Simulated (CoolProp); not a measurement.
R13 along the isotherm -103.45 °C: fugacity coefficient from the reference equation and from simpler models built on Tc = 29.9 °C, pc = 3.973 MPa, ω = 0.175; each cubic takes its own stable root.

Model: reference Helmholtz-energy equation of state, Platzer 1990, in CoolProp. This equation is an older, rougher fit; its heat capacities, sound speeds and derivatives of the liquid may be far off and weren't checked against measurements.

```json
[
 {"p (MPa)": "4.97", "phase": "liquid", "reference": "0.006509"},
 {"p (MPa)": "9.93", "phase": "liquid", "reference": "0.004087"},
 {"p (MPa)": "14.9", "phase": "liquid", "reference": "0.003414"},
 {"p (MPa)": "19.9", "phase": "liquid", "reference": "0.003203"},
 {"p (MPa)": "24.8", "phase": "liquid", "reference": "0.003203"},
 {"p (MPa)": "29.8", "phase": "liquid", "reference": "0.003332"},
 {"p (MPa)": "34.8", "phase": "liquid", "reference": "0.003562"},
 {"p (MPa)": "39.7", "phase": "liquid", "reference": "0.003878"}
]
```

Question: How far does each simpler model (van der Waals, Soave-Redlich-Kwong, Peng-Robinson) lie from the reference over these 8 states: mean and median of the absolute difference, and the worst?

Answer: 
- van der Waals: mean 1294.0 %, median 1262.3 %, worst +1851.8 % at -103.45 °C and 39.7 MPa
- Soave-Redlich-Kwong: mean 1.2 %, median 1.1 %, worst -2.7 % at -103.45 °C and 4.97 MPa
- Peng-Robinson: mean 8.4 %, median 8.6 %, worst -14.8 % at -103.45 °C and 39.7 MPa
